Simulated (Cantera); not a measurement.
Input (Python, Cantera) and output of one run.

```python
import numpy as np
import cantera as ct

gas_names = [...]  # 136 gases of nasa_gas.yaml made of C, H, N, O
cond_names = """
    C(gr) C6H6(L) C7H8(L) C8H18(L),n-octa H2O(s) H2O(L)
""".split()


# ... load() reads the species with a 1 bar reference pressure and builds the phases ...
atoms = {
    'C3H8': {'C': 3, 'H': 8},
    'NH3': {'N': 1, 'H': 3},
    'H2': {'H': 2},
    'CO2': {'C': 1, 'O': 2},
}
top_T = {'C(gr)': 4500}  # K; cautious upper limits of use, not melting points


# ... equilibrate(T, P, feed) seeds the gas with the atoms and calls Mixture.equilibrate('TP', solver="vcs", rtol=1e-11, max_steps=5000) ...
results = []
feed = {'C3H8': 1, 'NH3': 1.4, 'H2': 95, 'CO2': 1.1}  # mol
P = 8700000  # Pa
for T in [2148, 2248, 2348, 2448, 2548, 2648, 2748, 2848]:
    mix = equilibrate(T, P, feed)
    results.append((T, P, feed, dict(zip(mix.species_names, mix.species_moles))))

top = {s: max(r[3][s] / sum(r[3][g] for g in gas_names) for r in results) for s in gas_names}
cols = sorted((s for s in top if top[s] > 0.0001), key=lambda s: -top[s])[:9]
seen = [c for c in cond_names if any(r[3].get(c, 0) > 1e-12 for r in results)]
print("log10 of partial pressures in bar; condensed amounts in mol")
print(f"{'T/K':>10s}" + "".join(f"{s[:9]:>10s}" for s in cols + seen))
for T, P, feed, n in results:
    ng = sum(n[g] for g in gas_names)
    print(f"{T:10.4g}" + "".join(f"{np.log10(max(n[s] / ng * P / 1e5, 1e-99)):10.3f}" for s in cols)
          + "".join(f"{n.get(c, 0):10.4g}" for c in seen))
```

Output:

```
log10 of partial pressures in bar; condensed amounts in mol
       T/K        H2        CO       CH4         H        N2 C2H2,acet       HCN       HNC       CH3
      2148     1.919     0.268     0.123    -1.421    -0.275    -1.169    -0.959    -2.096    -1.931
      2248     1.920     0.268     0.052    -1.174    -0.297    -0.886    -0.807    -1.879    -1.763
      2348     1.920     0.267    -0.041    -0.948    -0.321    -0.687    -0.698    -1.711    -1.640
      2448     1.920     0.267    -0.151    -0.741    -0.342    -0.553    -0.623    -1.582    -1.552
      2548     1.920     0.266    -0.269    -0.550    -0.361    -0.465    -0.572    -1.480    -1.489
      2648     1.920     0.265    -0.390    -0.373    -0.378    -0.407    -0.536    -1.397    -1.443
      2748     1.919     0.264    -0.509    -0.209    -0.392    -0.370    -0.509    -1.328    -1.408
      2848     1.918     0.263    -0.626    -0.056    -0.405    -0.346    -0.490    -1.270    -1.383
```

Equilibrium computed with Cantera from the NASA thermochemical tables; the gas is ideal and each condensed phase is pure. The ideal-gas law is rough above about 30 bar.
